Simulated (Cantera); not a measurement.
An isothermal, constant-pressure homogeneous reactor starts with N₂O : N₂ = 1 : 2.3 (molar parts), at 1300 K and 0.960 bar. Integrator tolerance rtol = 1e-08.

Detailed kinetics in Cantera: GRI-Mech 3.0 (53 species, 325 reactions). GRI-Mech 3.0 was tuned for natural gas; its chemistry of N2O as a main component is partial and can be far from experiment. The mechanism lacks the step 2 NO + O2 → 2 NO2, which can matter for NO2 below about 1400 K. The temperature is held fixed by assumption; the heat of reaction is taken as removed at once.

| quantity | before | after |
|---|---|---|
| x(N₂O) at 100 s | 2.55e-7 (gas-phase equilibrium 2.25e-8) | 1.07e-7 (gas-phase equilibrium 1.18e-8) |
| x(NO) at 100 s | 0.0291 (gas-phase equilibrium 0.000330) | 0.0197 (gas-phase equilibrium 0.000163) |
| x(N₂) at 100 s | 0.854 (gas-phase equilibrium 0.868) | 0.859 (gas-phase equilibrium 0.868) |
| x(O) at 100 s | 6.21e-8 (gas-phase equilibrium 6.59e-8) | 8.98e-9 (gas-phase equilibrium 9.34e-9) |
| x(NO₂) at 100 s | 0.000230 (gas-phase equilibrium 2.77e-6) | 0.000247 (gas-phase equilibrium 2.13e-6) |
| x(O₂) at 100 s | 0.117 (gas-phase equilibrium 0.131) | 0.122 (gas-phase equilibrium 0.131) |

### Question
Which change was made?
A. pressure from 0.960 bar to 18.8 Torr
B. temperature 1300 to 1500 K
C. pressure from 0.960 bar to 10.00 Torr
D. temperature 1300 to 1200 K

### Answer
D, temperature 1300 to 1200 K
